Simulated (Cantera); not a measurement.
A freely propagating, adiabatic, planar premixed flame of CO : H₂ : O₂ : N₂ = 1 : 1 : 0.769 : 2.89 (molar parts), unburnt at 723 K and 0.640 bar; unity-Lewis-number transport, grid criteria slope 0.08 and curve 0.16, no radiation.

Cantera simulation using GRI-Mech 3.0 (53 species, 325 reactions); the numbers are that mechanism's predictions, not measurements. Unity Lewis numbers drop preferential diffusion, which matters most where H2 and H carry the flame. Burning velocities carry a grid error of a few per cent, more on coarse grids.

Question: Predict: laminar burning velocity; thermal thickness; peak x(H).

Answer: 
```json
{
  "laminar_burning_velocity": "471 cm/s",
  "thermal_thickness": "0.768 mm",
  "peak x(H)": "0.0586"
}
```
